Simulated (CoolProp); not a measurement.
A Linde-Hampson liquefier for carbon monoxide: isothermal reversible compression at 230 K from 1 atm to 10 MPa, throttling to 1 atm, return gas leaving the recuperator 5 K below the feed. Each further row changes one setting.

Computed with CoolProp (reference Helmholtz-energy equation of state, Lemmon 2006). It is a short technical equation, of lower accuracy than the large ones.

```csv
case,liquid yield per pass,compression work (kJ/kg of gas)
as stated,0.097,305
high pressure 20 MPa,0.168,348
warm-end temperature 260 K,0.065,349
warm-end gap 10 K,0.084,305
```
